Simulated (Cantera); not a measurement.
Feed: 1 mol V2O3, 2.6 mol H2, at 1623 K and 4.20 mbar.

These are equilibrium values from Cantera (NASA tables, ideal gas, pure condensed phases), not measurements of a reactor. Candidate condensed phases: H2O, V, VO, V2O3, V2O4, V2O5; 12 gas species. Mutual solubility and eutectic melting of coexisting phases are not modelled. VO: taken at fixed stoichiometry. Condensed phases not in the tables: the oxides between V2O3 and V2O5 other than VO2. The numbers say what is thermodynamically allowed, not how fast it happens.

Base state: H2 0.992, H2O 0.00681, H 0.00106 (mole fractions); condensed: VO(s) + V2O3(s).

Problem. What changes in the equilibrium state with this change: pressure from 4.20 mbar to 14.0 Pa?

Solution. 
```tsv
species	before	after
H2	0.992	0.987
H2O	0.00681	0.00678
H	0.00106	0.00580
VO2	2.25e-6	6.74e-5
VO(s), mol	0.0354	0.0355
V2O3(s), mol	0.982	0.982
```
